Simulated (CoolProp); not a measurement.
Normal hydrogen along the isotherm -238.25 °C: fugacity coefficient from the reference equation and from simpler models built on Tc = -240.0 °C, pc = 1296 kPa, ω = -0.219; each cubic takes its own stable root.

The numbers come from the reference Helmholtz-energy equation of state, Leachman 2009 in CoolProp.

```csv
p (kPa),phase,reference
162,gas,0.9648
324,gas,0.9300
486,gas,0.8955
648,gas,0.8611
810,gas,0.8270
972,gas,0.7928
1130,gas,0.7592
1300,supercritical,0.7225
1460,supercritical,0.6867
1620,supercritical,0.6481
1780,supercritical,0.6087
1940,supercritical,0.5734
```

**Question.** How far does each simpler model (van der Waals, Redlich-Kwong, Soave-Redlich-Kwong, Peng-Robinson) lie from the reference over these 12 states: mean and median of the absolute difference, and the worst?

**Answer.** 
- van der Waals: mean 1.7 %, median 1.7 %, worst +3.6 % at -238.25 °C and 1940 kPa
- Redlich-Kwong: mean 0.5 %, median 0.4 %, worst +1.3 % at -238.25 °C and 1940 kPa
- Soave-Redlich-Kwong: mean 1.2 %, median 1.3 %, worst -1.8 % at -238.25 °C and 1620 kPa
- Peng-Robinson: mean 3.8 %, median 4.1 %, worst -5.9 % at -238.25 °C and 1940 kPa
